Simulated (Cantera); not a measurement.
Equilibrium for silicon oxide and oxynitride deposition: SiH₂Cl₂ + H₂O + H₂ + O₃

Input: 1 mol SiH₂Cl₂, 0.2 mol H₂O, 0.92 mol H₂, 0.077 mol O₃, at 777 °C and 4.73 Torr.

Cantera equilibrium calculation (NASA polynomials, part measured and part estimated; ideal gas, pure solids and liquids). Candidate condensed phases: H₂O, Si, SiO₂; 30 gas species. Mutual solubility and eutectic melting of coexisting phases are not modelled. The tables' values for SiCl₃ are old estimates; treat these amounts as uncertain. Rates play no part.

x(H₂): 0.755
x(SiCl₄): 0.147
x(HCl): 0.0615
x(SiHCl₃): 0.0187
x(SiCl₂): 0.00935
x(SiCl₃): 0.00870
x(SiH₂Cl₂): 0.000272
x(SiH₃Cl): 1.03e-6
n(Si(s)): 0.294 mol
n(SiO₂(β-quartz)): 0.215 mol
gas amount: 2.666 mol
